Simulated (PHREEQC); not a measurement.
Hard or scaling water: an equilibrium model

Dissolve 0.0024 mol MgCl2, 0.21 mol Na2SO4 and 7.3e-05 mol MgSO4 per kg of water at 25 °C and 300 atm. Closed to the air; pH follows from the charge balance.

Model: ion-association model, phreeqc.dat, run in PHREEQC.

Each row changes one thing in this solution. This is a speciation only: nothing precipitates in the calculation.

| case | pH | ionic strength (mol/kgw) | Na+ (mol/kgw) | SO4-2 (mol/kgw) | NaSO4- (mol/kgw) | MgSO4 (mol/kgw) | SI of Halite (NaCl) |
|---|---|---|---|---|---|---|---|
| as made | 7.15 | 0.516 | 0.363 | 0.151 | 0.0574 | 0.00157 | -4.70 |
| MgSO4 from 7.3e-05 to 0.00073 mol/kgw | 7.15 | 0.517 | 0.362 | 0.151 | 0.0575 | 0.00198 | -4.70 |
| Na2SO4 from 0.21 to 0.42 mol/kgw | 7.18 | 0.951 | 0.685 | 0.264 | 0.155 | 0.00170 | -4.44 |
| MgSO4 replaced by CaSO4 at the same molality | 7.15 | 0.516 | 0.363 | 0.151 | 0.0574 | 0.00152 | -4.70 |
| MgSO4 from 7.3e-05 to 0.00011 mol/kgw | 7.15 | 0.516 | 0.363 | 0.151 | 0.0574 | 0.00159 | -4.70 |
| 0.19 mol/kgw NaHCO3 added | 7.61 | 0.656 | 0.512 | 0.140 | 0.0692 | 0.00113 | -4.56 |
| MgSO4 replaced by Fe2(SO4)3 at the same molality | 4.36 | 0.516 | 0.363 | 0.151 | 0.0574 | 0.00152 | -4.70 |

The ionic strength passes 0.7 mol/kgw, the rough limit of the ion-association models, in Na2SO4 from 0.21 to 0.42 mol/kgw. Some of these states are supersaturated (in Hematite (slow to form), Goethite (slow to form), for instance). Under pressure, the constants of complexes without a molar volume in the database are unreliable.
